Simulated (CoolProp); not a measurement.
Ethylene at several states: density (kg/m³) from the reference equation and from simpler models built on Tc = 282.4 K, pc = 5.042 MPa, ω = 0.087; each cubic takes its own stable root.

The numbers come from the reference Helmholtz-energy equation of state, Smukala 2000 in CoolProp.

```
T (K)  p (MPa)   phase  reference  Soave-Redlich-Kwong  Peng-Robinson
-----  -------  ------  ---------  -------------------  -------------
127.4     3.01  liquid      626.4                602.2          676.6
399.6    0.325     gas      2.764                2.763          2.768
230.1   0.0215     gas     0.3161               0.3161         0.3162
109.5   0.0831  liquid      647.7                619.0          694.5
344.3    0.379     gas      3.765                3.766          3.774
```
